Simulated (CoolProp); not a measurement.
Propane along the isotherm 234.9 K: fugacity coefficient from the reference equation and from simpler models built on Tc = 369.9 K, pc = 42.51 bar, ω = 0.152; each cubic takes its own stable root.

The numbers come from the reference Helmholtz-energy equation of state, Lemmon 2009 in CoolProp.

```json
[
 {"p (bar)": "8.18", "phase": "liquid", "reference": "0.1444"},
 {"p (bar)": "16.4", "phase": "liquid", "reference": "0.07439"},
 {"p (bar)": "24.5", "phase": "liquid", "reference": "0.05139"},
 {"p (bar)": "32.7", "phase": "liquid", "reference": "0.03975"},
 {"p (bar)": "40.9", "phase": "liquid", "reference": "0.03281"},
 {"p (bar)": "49.1", "phase": "liquid", "reference": "0.02822"},
 {"p (bar)": "57.2", "phase": "liquid", "reference": "0.02500"},
 {"p (bar)": "65.4", "phase": "liquid", "reference": "0.02257"},
 {"p (bar)": "73.6", "phase": "liquid", "reference": "0.02070"},
 {"p (bar)": "81.8", "phase": "liquid", "reference": "0.01922"},
 {"p (bar)": "89.9", "phase": "liquid", "reference": "0.01804"},
 {"p (bar)": "98.1", "phase": "liquid", "reference": "0.01707"},
 {"p (bar)": "106", "phase": "liquid", "reference": "0.01628"}
]
```

Problem. How far does each simpler model (van der Waals, Redlich-Kwong) lie from the reference over these 13 states: mean and median of the absolute difference, and the worst?

Solution. 
- van der Waals: mean 338.6 %, median 338.0 %, worst +384.1 % at 234.9 K and 106 bar
- Redlich-Kwong: mean 30.1 %, median 30.1 %, worst +31.7 % at 234.9 K and 106 bar
